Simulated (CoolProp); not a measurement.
Vapour-liquid equilibrium of n-heptane (1) + toluene (2) at 361.3 K; x and y are mole fractions of (1).

Computed with CoolProp (multi-fluid Helmholtz-energy mixture model, Span 2003 and Lemmon 2006; pair parameters Bell 2016).

| x | bubble pressure, mixture model (bar) | bubble pressure, Raoult's law (bar) | y, mixture model | y, Raoult's law |
|---|---|---|---|---|
| 0.05 | 0.5375 | 0.5227 | 0.094 | 0.071 |
| 0.125 | 0.5712 | 0.5401 | 0.209 | 0.172 |
| 0.2 | 0.5994 | 0.5575 | 0.303 | 0.266 |
| 0.275 | 0.6234 | 0.5748 | 0.383 | 0.355 |
| 0.35 | 0.6440 | 0.5922 | 0.454 | 0.439 |
| 0.425 | 0.6619 | 0.6095 | 0.520 | 0.518 |
| 0.5 | 0.6776 | 0.6269 | 0.583 | 0.592 |
| 0.575 | 0.6915 | 0.6442 | 0.644 | 0.663 |
| 0.65 | 0.7037 | 0.6616 | 0.704 | 0.730 |
| 0.725 | 0.7144 | 0.6789 | 0.765 | 0.793 |
| 0.8 | 0.7237 | 0.6963 | 0.826 | 0.853 |
| 0.875 | 0.7318 | 0.7136 | 0.890 | 0.910 |
| 0.95 | 0.7386 | 0.7310 | 0.955 | 0.965 |

The largest gap from Raoult's law is +8.7 % in bubble pressure, at x = 0.35. No azeotrope shows between x = 0.05 and 0.95.

Pair parameters are fitted to limited data, so mixtures are less certain than the pure fluids.
